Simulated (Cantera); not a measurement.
# Ignition delay

Mixture: CH3OH : O2 : N2 : CO2 = 1 : 2.24 : 8.42 : 1.4 (molar parts), at 7500 Torr, adiabatic and at constant volume. Ignition delay is the time to a rise of 400 K.

Model: GRI-Mech 3.0 (53 species, 325 reactions), integrated in Cantera. GRI-Mech 3.0 was tuned for natural gas; its chemistry of methanol as a main component is partial and can be far from experiment.

| T0 (K) | delay (ms) |
|---|---|
| 1323 | 0.252 |
| 1373 | 0.133 |
| 1423 | 0.0740 |
| 1473 | 0.0436 |
| 1523 | 0.0269 |
| 1573 | 0.0173 |

```
Quantity                                                Result
--------------------------------------------------  ----------
apparent activation energy between 1473 and 1573 K  180 kJ/mol
```
